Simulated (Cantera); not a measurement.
Feed: 1 mol PbF2, 0.19 mol H2, 1.6 mol N2, at 1577 °C and 0.100 bar.

Cantera equilibrium calculation (NASA polynomials, part measured and part estimated; ideal gas, pure solids and liquids). Candidate condensed phases: Pb, PbF2; 26 gas species. The numbers say what is thermodynamically allowed, not how fast it happens.

Base state: N2 0.537, PbF2 0.204, HF 0.128, Pb 0.0620, PbF 0.0477, PbF4 0.0220, F 3.88e-5 (mole fractions); condensed: gas only.

Problem. What changes in the equilibrium state with this change: H2 from 0.19 to 4.9 mol?

Solution. 
```csv
species,before,after
H2,1.42e-6,0.458
HF,0.128,0.235
N2,0.537,0.188
PbF2,0.204,4.05e-6
PbF4,0.0220,<1e-9
PbF,0.0477,0.000292
Pb,0.0620,0.117
H,2.03e-6,0.00115
F,3.88e-5,1.26e-7
```

Problem. What changes in the equilibrium state with this change: pressure from 0.100 bar to 0.200 Pa?

Solution. 
```
species   before    after
-------  -------  -------
N2         0.537    0.368
F        3.88e-5    0.315
Pb        0.0620    0.190
PbF2       0.204   0.0164
PbF4      0.0220  4.69e-5
PbF       0.0477   0.0237
HF         0.128   0.0873
```

Problem. What changes in the equilibrium state with this change: PbF2 replaced by PbCl2?

Solution. 
| species | before | after |
|---|---|---|
| N2 | 0.537 | 0.529 |
| PbCl2 | 0 | 0.191 |
| PbCl | 0 | 0.127 |
| PbF2 | 0.204 | 0 |
| HF | 0.128 | 0 |
| HCl | 0 | 0.125 |
| PbF | 0.0477 | 0 |
| PbF4 | 0.0220 | 0 |
| Cl | 0 | 0.0147 |
| Pb | 0.0620 | 0.00921 |
| PbCl4 | 0 | 0.00269 |
| Cl2 | 0 | 0.000136 |
| F | 3.88e-5 | 0 |
| H2 | 1.42e-6 | 0.000123 |
The tables' values for PbCl4 are old estimates; treat these amounts as uncertain. Further candidate phases: NH4Cl, PbCl2.
